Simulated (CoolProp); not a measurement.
Values from CoolProp's reference Helmholtz-energy equation of state, de Reuck 1990.

### Question
For fluorine, give the phase and the density (kg/m³), Joule-Thomson coefficient (K/MPa), isothermal compressibility (1/MPa), fugacity coefficient at 156.8 K and 2.13 MPa.

### Answer
- 156.8 K and 2.13 MPa: gas; density 70.0, Joule-Thomson coefficient 6.72, isothermal compressibility 0.535, fugacity coefficient 0.898
